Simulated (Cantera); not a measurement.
Input: 1 mol Ta₂O₅, a varied amount of CH₄, 13 mol H₂, at 1.20 bar.

These are equilibrium values from Cantera (NASA tables, ideal gas, pure condensed phases), not measurements of a reactor. Candidate condensed phases: C, C₆H₆, C₇H₈, C₈H₁₈, H₂O, Ta, TaC, Ta₂O₅; 113 gas species. Mutual solubility and eutectic melting of coexisting phases are not modelled. TaC: taken at fixed stoichiometry. Condensed phases not in the tables: Ta₂C. The numbers say what is thermodynamically allowed, not how fast it happens.

Q: What condenses at these points (T in °C, n(CH₄) in mol): (1552, 0.39); (1252, 0.49); (952, 0.75); (802, 1.2); (1177, 2.2)?

A: 
```
T (°C)  n(CH₄) in mol  condensed phases  Ta condensed (%)
------  -------------  ----------------  ----------------
1552             0.39       TaC + Ta₂O₅             100.0
1252             0.49       TaC + Ta₂O₅             100.0
952              0.75       TaC + Ta₂O₅             100.0
802               1.2   C + TaC + Ta₂O₅             100.0
1177              2.2       TaC + Ta₂O₅             100.0
```
